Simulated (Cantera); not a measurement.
Feed: 1 mol SiH2Cl2, 0.51 mol N2, at 825 °C and 91.0 Pa.

Method: chemical equilibrium by Gibbs-energy minimisation in Cantera with the NASA 1993 tables (ideal gas, pure condensed phases). Candidate condensed phases: NH4Cl, Si, Si3N4; 28 gas species. N2 is the only nitrogen source here; it is nearly inert below about 1500 K, so the nitride shown seldom forms there in practice. The tables' values for SiCl3 are old estimates; treat these amounts as uncertain. The numbers say what is thermodynamically allowed, not how fast it happens.

Base state: HCl 0.493, H2 0.323, SiCl4 0.156, N2 0.0203, SiCl3 0.00475, SiCl2 0.00203, SiHCl3 0.00149 (mole fractions); condensed: Si3N4(s).

**Question.** What changes in the equilibrium state with this change: SiH2Cl2 replaced by SiCl4?

**Answer.** 
```
species         before     after
-------------  -------  --------
SiCl4            0.156     0.662
N2              0.0203     0.338
SiCl3          0.00475  0.000118
HCl              0.493         0
H2               0.323         0
SiHCl3         0.00149         0
SiCl2          0.00203   2.96e-7
Cl             6.38e-7  0.000109
Si3N4(s), mol    0.237         0
```
